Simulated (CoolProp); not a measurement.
Vapour-liquid equilibrium of R227EA (1) + isobutene (2) at 259.9 K; x and y are mole fractions of (1).

Values from CoolProp's multi-fluid Helmholtz-energy mixture model, Lemmon 2016 and Lemmon 2005; pair parameters Bell 2016.

**Question.** Give the bubble pressure and the first vapour's composition at x = 0.15, 0.35, 0.75. Is there an azeotrope?

**Answer.** x = 0.15: 0.1134 MPa, y = 0.380; x = 0.35: 0.1284 MPa, y = 0.515; x = 0.75: 0.1321 MPa, y = 0.700. y crosses x between x = 0.55 and 0.65: the model has an azeotrope there.

The pair parameters rest on a limited set of measurements; away from them the model extrapolates.
